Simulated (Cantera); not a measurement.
Cantera run:

```python
import numpy as np
import cantera as ct

gas_names = """
    H H2 N NH NH2 NH3 N2 N2H2 N2H4 Si SiH SiH2 SiH3 SiH4 SiN Si2 Si2N Si3
""".split()
cond_names = """
    Si(cr) Si(L) Si3N4(a)
""".split()


# ... load() reads the species with a 1 bar reference pressure and builds the phases ...
atoms = {
    'SiH4': {'Si': 1, 'H': 4},
    'NH3': {'N': 1, 'H': 3},
    'N2': {'N': 2},
}
top_T = {'Si3N4(a)': 2400}  # K; cautious upper limits of use, not melting points


# ... equilibrate(T, P, feed) seeds the gas with the atoms and calls Mixture.equilibrate('TP', solver="vcs", rtol=1e-11, max_steps=5000) ...
results = []
feed = {'SiH4': 1, 'NH3': 1.5, 'N2': 4.1}  # mol
T = 775  # K
P = 170  # Pa
mix = equilibrate(T, P, feed)
results.append((T, P, feed, dict(zip(mix.species_names, mix.species_moles))))
print(gas.report(threshold=1e-05))
for i in range(1, mix.n_phases):
    print(f"{mix.phase(i).name:16s} {mix.phase_moles(i):12.5e} mol")
```

Result:

```
       temperature   775 K
          pressure   170 Pa
           density   0.00039342 kg/m^3
  mean mol. weight   14.912 kg/kmol
   phase of matter   gas

                          1 kg             1 kmol
                     ---------------   ---------------
          enthalpy         9.461e+05        1.4108e+07  J
   internal energy        5.1399e+05        7.6648e+06  J
           entropy             16621        2.4786e+05  J/K
    Gibbs function       -1.1936e+07       -1.7799e+08  J
 heat capacity c_p            2037.6             30385  J/K
 heat capacity c_v              1480             22070  J/K

                      mass frac. Y      mole frac. X     chem. pot. / RT
                     ---------------   ---------------   ---------------
                H2          0.068129           0.50395           -23.973
                N2           0.93187           0.49605           -31.328
     [  +16 minor]        1.8965e-06        1.6606e-06

Si(cr)            0.00000e+00 mol
Si3N4(a)          3.33333e-01 mol
```

Method: chemical equilibrium by Gibbs-energy minimisation in Cantera with the NASA 1993 tables (ideal gas, pure condensed phases).
